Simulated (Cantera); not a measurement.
Input: 1 mol Si₂Cl₆, 0.11 mol HCl, 220 mol H₂, equilibrated at 1398.15 K and 1.33 mbar.

These are equilibrium values from Cantera (NASA tables, ideal gas, pure condensed phases), not measurements of a reactor. Candidate condensed phases: Si; 19 gas species. The feed counts by its element totals alone. Rates play no part.

**Question.** What is the equilibrium state?

**Answer.** 
| Property | Result |
|---|---|
| x(H₂) | 0.974 |
| x(HCl) | 0.0239 |
| x(SiCl₂) | 0.00173 |
| x(H) | 0.000128 |
| x(SiCl₃) | 7.70e-6 |
| x(Cl) | 2.59e-6 |
| n(Si(s)) | 1.61 mol |
| gas amount | 223.1 mol |
